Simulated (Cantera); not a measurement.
An adiabatic, constant-pressure homogeneous reactor starts with CH4 : C2H6 : O2 : N2 : H2O = 1 : 0.17 : 2.16 : 8.13 : 3 (molar parts), equivalence ratio 1.2, at 1050 K and 1.01 bar. Integrator tolerance rtol = 1e-08.

Model: GRI-Mech 3.0 (53 species, 325 reactions), integrated in Cantera.

**Question.** What does this change do: initial temperature 1050 to 1698 K?

**Answer.** 
| quantity | before | after |
|---|---|---|
| time of steepest temperature rise | 39.3 ms | 67.5 µs |
| temperature at 6.00 s | 2320 K | 2643 K |
| equilibrium temperature | 2320 K | 2643 K |
| x(CH4) at 6.00 s | <1e-12 (gas-phase equilibrium <1e-12) | <1e-12 (gas-phase equilibrium <1e-12) |
| x(C2H6) at 6.00 s | <1e-12 (gas-phase equilibrium <1e-12) | <1e-12 (gas-phase equilibrium <1e-12) |
| x(O2) at 6.00 s | 0.000647 (gas-phase equilibrium 0.000647) | 0.00730 (gas-phase equilibrium 0.00730) |
| x(H2) at 6.00 s | 0.0304 (gas-phase equilibrium 0.0304) | 0.0409 (gas-phase equilibrium 0.0409) |
| x(HO2) at 6.00 s | 2.07e-7 (gas-phase equilibrium 2.07e-7) | 2.87e-6 (gas-phase equilibrium 2.87e-6) |

**Question.** What does this change do: CH4 1 to 0.75 parts?

**Answer.** 
| quantity | before | after |
|---|---|---|
| time of steepest temperature rise | 39.3 ms | 41.3 ms |
| temperature at 6.00 s | 2320 K | 2316 K |
| equilibrium temperature | 2320 K | 2316 K |
| x(CH4) at 6.00 s | <1e-12 (gas-phase equilibrium <1e-12) | <1e-12 (gas-phase equilibrium <1e-12) |
| x(C2H6) at 6.00 s | <1e-12 (gas-phase equilibrium <1e-12) | <1e-12 (gas-phase equilibrium <1e-12) |
| x(O2) at 6.00 s | 0.000647 (gas-phase equilibrium 0.000647) | 0.00961 (gas-phase equilibrium 0.00961) |
| x(H2) at 6.00 s | 0.0304 (gas-phase equilibrium 0.0304) | 0.00778 (gas-phase equilibrium 0.00778) |
| x(HO2) at 6.00 s | 2.07e-7 (gas-phase equilibrium 2.07e-7) | 1.55e-6 (gas-phase equilibrium 1.55e-6) |
